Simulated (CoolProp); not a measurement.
Vapour-liquid equilibrium of cyclohexane (1) + p-xylene (2) at 514.5 K; x and y are mole fractions of (1).

The numbers come from the multi-fluid Helmholtz-energy mixture model, Zhou 2014 and Zhou 2012; pair parameters Bell 2016 in CoolProp.

Give the bubble pressure and the first vapour's composition at x = 0.05, 0.275, 0.425. Is there an azeotrope?

x = 0.05: 9.483 bar, y = 0.116; x = 0.275: 13.22 bar, y = 0.461; x = 0.425: 15.59 bar, y = 0.608. No azeotrope shows between x = 0.05 and 0.95.

Pair parameters are fitted to limited data, so mixtures are less certain than the pure fluids.
